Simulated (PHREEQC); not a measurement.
Make-up at 25 °C: 0.069 mol/kgw HF, 7.8e-05 mol/kgw NH4HF2 and 0.00013 mol/kgw (NH4)2SiF6. Closed to the air; pH follows from the charge balance.

All values are PHREEQC results (ion-association model, phreeqc.dat), not measurements.

Each row changes one thing in this solution. No solid was allowed to form.

```
case                                          pH  ionic strength (mol/kgw)  HF (mol/kgw)  F- (mol/kgw)  HF2- (mol/kgw)  SI of Quartz (SiO2)
------------------------------------------  ----  ------------------------  ------------  ------------  --------------  -------------------
as made                                     2.15                   0.00811        0.0600       0.00628         0.00145                -8.17
HF left out                                 3.52                  0.000649      0.000286      0.000648         7.11e-7                +0.09
HF from 0.069 to 0.69 mol/kgw               1.42                    0.0449         0.614        0.0133          0.0312               -12.96
temperature from 25 to 15 °C                2.12                   0.00871        0.0594       0.00689         0.00143                -8.80
NH4HF2 from 7.8e-05 to 0.00078 mol/kgw      2.17                   0.00855        0.0609       0.00662         0.00154                -8.24
(NH4)2SiF6 from 0.00013 to 0.00065 mol/kgw  2.15                   0.00972        0.0599       0.00632         0.00145                -7.48
NH4HF2 from 7.8e-05 to 7.02e-05 mol/kgw     2.15                   0.00810        0.0600       0.00627         0.00144                -8.17
HF replaced by NaHF2 at the same molality   3.07                    0.0691        0.0559        0.0566          0.0121               -10.08
```

Species that the database lacks are ignored. Some of these states are supersaturated (in Quartz (slow to form), for instance). SiF6-2 is the database's only silicon fluoride.
